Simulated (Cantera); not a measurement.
Feed: 1 mol BN, 1.1 mol H2O, 3 mol N2, at 12.0 Pa.

Equilibrium computed with Cantera from the NASA thermochemical tables; the gas is ideal and each condensed phase is pure. Candidate condensed phases: B, BN, B2O3, B3O3H3, H2O; 39 gas species. Kinetics and transport are ignored.

**Question.** Which condensed phases are stable at each of these points (T (K)): 1548, 1598, 1648, 1698, 1748, 1798, 1848, 1898?

**Answer.** 
```
T (K)  condensed phases  B condensed (%)
-----  ----------------  ---------------
1548              BN(s)             14.4
1598              BN(s)              7.5
1648              BN(s)              0.6
1698           gas only              0.0
1748           gas only              0.0
1798           gas only              0.0
1848           gas only              0.0
1898           gas only              0.0
```

From 1548 K to 1648 K the condensed part is BN(s). From 1698 K to 1898 K nothing is condensed.
